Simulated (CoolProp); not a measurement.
Properties of nitrogen along the isotherm -192.65 °C.

The numbers come from the reference Helmholtz-energy equation of state, Span 2000 in CoolProp.

```tsv
p (bar)	phase	speed of sound (m/s)	expansivity (1/kK)	Prandtl number
0.0537	gas	182.7	12.49	0.791
0.0906	gas	182.5	12.54	0.793
0.153	gas	182.3	12.63	0.796
0.258	gas	181.9	12.77	0.800
0.436	gas	181.2	13.02	0.809
0.735	gas	180.0	13.48	0.824
1.24	gas	177.9	14.34	0.852
2.09	liquid	819.8	5.945	2.12
3.53	liquid	821.2	5.924	2.12
5.96	liquid	823.5	5.890	2.12
10.1	liquid	827.3	5.833	2.12
17	liquid	833.6	5.742	2.12
```

Viscosity comes from a separate model (Lemmon 2004). Thermal conductivity comes from a separate model (Lemmon 2004).
